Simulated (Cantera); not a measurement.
A Cantera script and what it prints.

```python
import numpy as np
import cantera as ct

gas_names = [...]  # 47 gases of nasa_gas.yaml made of Cl, H, N, O, Si
cond_names = """
    H2O(s) H2O(L) NH4CL(a) NH4CL(b) Si(cr) Si(L) SiO2(Lqz) SiO2(hqz) SiO2(L) Si2N2O(s) Si3N4(a)
""".split()


# ... load() reads the species with a 1 bar reference pressure and builds the phases ...
atoms = {
    'Si3N4': {'Si': 3, 'N': 4},
    'HCl': {'H': 1, 'CL': 1},
    'H2': {'H': 2},
    'O2': {'O': 2},
}
top_T = {'Si2N2O(s)': 2100, 'Si3N4(a)': 2400}  # K; cautious upper limits of use, not melting points


# ... equilibrate(T, P, feed) seeds the gas with the atoms and calls Mixture.equilibrate('TP', solver="vcs", rtol=1e-11, max_steps=5000) ...
results = []
feed = {'Si3N4': 1, 'HCl': 2.9, 'H2': 22, 'O2': 0.2}  # mol
T = 1098  # K
P = 220  # Pa
mix = equilibrate(T, P, feed)
results.append((T, P, feed, dict(zip(mix.species_names, mix.species_moles))))
print(gas.report(threshold=0.001))
for i in range(1, mix.n_phases):
    print(f"{mix.phase(i).name:16s} {mix.phase_moles(i):12.5e} mol")
```

Result:

```
       temperature   1098 K
          pressure   220 Pa
           density   0.00014841 kg/m^3
  mean mol. weight   6.1587 kg/kmol
   phase of matter   gas

                          1 kg             1 kmol
                     ---------------   ---------------
          enthalpy        2.1084e+06        1.2985e+07  J
   internal energy         6.261e+05         3.856e+06  J
           entropy             37373        2.3017e+05  J/K
    Gibbs function       -3.8927e+07       -2.3974e+08  J
 heat capacity c_p            5007.1             30837  J/K
 heat capacity c_v              3657             22522  J/K

                      mass frac. Y      mole frac. X     chem. pot. / RT
                     ---------------   ---------------   ---------------
               HCL           0.67962            0.1148           -42.915
                H2           0.28786           0.87937           -23.991
                N2          0.025139         0.0055267           -36.426
     [  +44 minor]         0.0073892        0.00030101

Si(cr)            0.00000e+00 mol
SiO2(hqz)         0.00000e+00 mol
Si2N2O(s)         4.00000e-01 mol
Si3N4(a)          7.30827e-01 mol
```

Cantera equilibrium calculation (NASA polynomials, part measured and part estimated; ideal gas, pure solids and liquids). Mutual solubility and eutectic melting of coexisting phases are not modelled. The tables' values for SiCl3 are old estimates; treat these amounts as uncertain.
